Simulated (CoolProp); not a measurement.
c-C4F8 (RC318) along the isobar 3.26 MPa: fugacity coefficient from the reference equation and from simpler models built on Tc = 115.2 °C, pc = 2.778 MPa, ω = 0.355; each cubic takes its own stable root.

Model: reference Helmholtz-energy equation of state, Platzer 1990, in CoolProp. This equation is an older, rougher fit; its heat capacities, sound speeds and derivatives of the liquid may be far off and weren't checked against measurements.

| T (°C) | phase | reference | van der Waals | Redlich-Kwong | Soave-Redlich-Kwong | Peng-Robinson |
|---|---|---|---|---|---|---|
| -22.55 | liquid | 0.01737 | 0.1297 | ? | 0.01756 | 0.01737 |
| -0.45 | liquid | 0.04392 | 0.1896 | 0.08448 | 0.04437 | 0.04329 |
| 21.75 | liquid | 0.09272 | 0.2607 | ? | 0.09388 | 0.09081 |
| 43.95 | liquid | 0.1694 | 0.3408 | 0.2333 | 0.1721 | 0.1657 |
| 66.15 | liquid | ? | ? | 0.3362 | 0.2807 | 0.2697 |
| 88.35 | liquid | 0.4084 | 0.5164 | 0.4510 | 0.4152 | 0.3989 |
| 110.55 | liquid | 0.5564 | 0.6042 | ? | 0.5616 | 0.5400 |
| 132.75 | supercritical | 0.6758 | 0.6804 | 0.6624 | 0.6755 | 0.6501 |
| 154.95 | supercritical | 0.7387 | ? | 0.7173 | 0.7396 | 0.7131 |
| 177.15 | supercritical | 0.7850 | ? | 0.7588 | 0.7882 | 0.7615 |
| 199.35 | supercritical | 0.8217 | 0.7921 | 0.7924 | 0.8273 | ? |

Task: What belongs in the gaps?

Result: 
- -22.55, Redlich-Kwong: 0.04181
- 21.75, Redlich-Kwong: 0.1484
- 66.15, reference: 0.2758
- 66.15, van der Waals: 0.4271
- 110.55, Redlich-Kwong: 0.5679
- 154.95, van der Waals: 0.7279
- 177.15, van der Waals: 0.7633
- 199.35, Peng-Robinson: 0.8008
